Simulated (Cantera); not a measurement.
# Ignition delay

Mixture: H2 : O2 : N2 = 1 : 0.333 : 1.25 (molar parts), equivalence ratio 1.5, at 4.10 bar, adiabatic and at constant volume. Ignition delay is the time to a rise of 400 K.

Cantera simulation using the H2/O2 subset of GRI-Mech 3.0, which has no nitrogen chemistry; the numbers are that mechanism's predictions, not measurements. The hydrogen kinetics of GRI-Mech 3.0 are dated; newer H2 mechanisms differ, most at raised pressure. Where the delays flatten at high temperature, the 400 K rule measures the pace of heat release, not the induction time.

| T0 (K) | delay (ms) |
|---|---|
| 1050 | 1.96 |
| 1125 | 0.0743 |
| 1200 | 0.0167 |
| 1275 | 0.00905 |
| 1350 | 0.00597 |
| 1425 | 0.00432 |
| 1500 | 0.00332 |
| 1575 | 0.00266 |
| 1650 | 0.00221 |
| 1725 | 0.00189 |
